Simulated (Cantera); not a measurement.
Feed: 1 mol Al, 1.5 mol I2, 2 mol N2, equilibrated at 600 °C and 1.10 Pa.

Method: chemical equilibrium by Gibbs-energy minimisation in Cantera with the NASA 1993 tables (ideal gas, pure condensed phases). Candidate condensed phases: Al, AlI3, AlN, I2; 10 gas species. Rates play no part.

Base state: I 0.546, N2 0.388, AlI3 0.0496, I2 0.0157 (mole fractions); condensed: AlN(s).

Problem. What changes in the equilibrium state with this change: temperature from 600 °C to 627 °C?

Solution. 
```json
[
 {"species": "I", "before": "0.546", "after": "0.596"},
 {"species": "N2", "before": "0.388", "after": "0.366"},
 {"species": "AlI3", "before": "0.0496", "after": "0.0289"},
 {"species": "I2", "before": "0.0157", "after": "0.00988"},
 {"species": "AlN(s), mol", "before": "0.795", "after": "0.876"}
]
```
